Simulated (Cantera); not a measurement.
A freely propagating, adiabatic, planar premixed flame of CO : H₂ : O₂ : N₂ = 1 : 1 : 1 : 3.76 (molar parts), equivalence ratio 1.0, unburnt at 623 K and 975 Torr; multicomponent+Soret transport, grid criteria slope 0.08 and curve 0.16, no radiation.

Detailed kinetics in Cantera: GRI-Mech 3.0 (53 species, 325 reactions). Burning velocities carry a grid error of a few per cent, more on coarse grids.

### Question
Predict: laminar burning velocity; thermal thickness; peak x(OH).

### Answer
- laminar burning velocity: 415 cm/s
- thermal thickness: 0.413 mm
- peak x(OH): 0.0142
